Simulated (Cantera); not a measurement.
**Chemical vapour transport: MgO + H₂O + H₂ + HCl**

Charge: 1 mol MgO, 0.79 mol H₂O, a varied amount of H₂, 0.041 mol HCl, equilibrated at 1373.15 K and 100000 Pa.

Method: chemical equilibrium by Gibbs-energy minimisation in Cantera with the NASA 1993 tables (ideal gas, pure condensed phases). Candidate condensed phases: H₂O, Mg, MgCl₂, MgO, Mg(OH)₂; 22 gas species. Rates play no part.

| n(H₂) (mol) | log p H₂ | log p H₂O | log p HCl | log p MgCl₂ | n MgO(s) |
|---|---|---|---|---|---|
| 0.18 | -0.75 | -0.11 | -1.39 | -5.38 | 1.000 |
| 0.81 | -0.31 | -0.32 | -1.60 | -5.59 | 1.000 |
| 1.4 | -0.20 | -0.45 | -1.74 | -5.72 | 1.000 |
| 2.1 | -0.14 | -0.57 | -1.85 | -5.84 | 1.000 |
| 2.7 | -0.12 | -0.65 | -1.94 | -5.92 | 1.000 |
| 3.3 | -0.10 | -0.72 | -2.00 | -5.99 | 1.000 |
| 4 | -0.08 | -0.79 | -2.07 | -6.06 | 1.000 |
| 4.6 | -0.07 | -0.84 | -2.12 | -6.11 | 1.000 |
log p: log10 of the partial pressure in bar; n: condensed amount in mol.

From 0.18 mol H₂ to 4.6 mol H₂ the condensed part is MgO(s). The main Mg-bearing gas is MgCl₂ throughout.
